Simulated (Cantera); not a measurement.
Thermodynamics of hydrogen reduction and annealing atmospheres, feed Cu₂O + H₂ + N₂

Input: 1 mol Cu₂O, 79 mol H₂, 0.65 mol N₂, at 1.10 bar.

These are equilibrium values from Cantera (NASA tables, ideal gas, pure condensed phases), not measurements of a reactor. Candidate condensed phases: Cu, CuO, Cu(OH)₂, Cu₂O, H₂O; 27 gas species. Kinetics and transport are ignored.

From 750 °C to 1050 °C the condensed part is Cu(s). From 1150 °C to 1450 °C the condensed part is Cu(l).

| T (°C) | log p H₂ | log p H₂O | log p N₂ | log p Cu | log p H | n Cu(s) | n Cu(l) |
|---|---|---|---|---|---|---|---|
| 750 | 0.03 | -1.86 | -2.05 | -10.42 | -8.37 | 2.00 | 0 |
| 850 | 0.03 | -1.86 | -2.05 | -8.90 | -7.35 | 2.00 | 0 |
| 950 | 0.03 | -1.86 | -2.05 | -7.64 | -6.51 | 2.00 | 0 |
| 1050 | 0.03 | -1.86 | -2.05 | -6.57 | -5.78 | 2.00 | 0 |
| 1150 | 0.03 | -1.86 | -2.05 | -5.68 | -5.16 | 0 | 2.00 |
| 1250 | 0.03 | -1.86 | -2.05 | -4.92 | -4.62 | 0 | 2.00 |
| 1350 | 0.03 | -1.86 | -2.05 | -4.26 | -4.14 | 0 | 2.00 |
| 1450 | 0.03 | -1.86 | -2.05 | -3.67 | -3.72 | 0 | 1.98 |
log p: log10 of the partial pressure in bar; n: condensed amount in mol.
